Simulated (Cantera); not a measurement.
Feed: 1 mol Si, 0.027 mol CO₂, 130 mol H₂, held at 973 K and 0.0133 bar.

Cantera equilibrium calculation (NASA polynomials, part measured and part estimated; ideal gas, pure solids and liquids). Candidate condensed phases: C, C₆H₆, C₇H₈, C₈H₁₈, H₂O, Si, SiC, SiO₂; 123 gas species. Rates play no part.

Base state: H₂ 1.000 (mole fractions); condensed: Si(s) + SiC(s) + SiO₂(β-quartz).

**Question.** What changes in the equilibrium state with this change: temperature from 973 K to 1250 K?

**Answer.** 
| species | before | after |
|---|---|---|
| H₂ | 1.000 | 1.000 |
| SiO | 1.22e-8 | 0.000160 |
| Si(s), mol | 0.946 | 0.936 |
| SiC(s), mol | 0.0269 | 0.0268 |
| SiO₂(β-quartz), mol | 0.0270 | 0.0165 |
Mutual solubility and eutectic melting of coexisting phases are not modelled. The tables hold silica as quartz up to 1696 K and as liquid above; real silica turns to tridymite and cristobalite and melts near 1996 K.
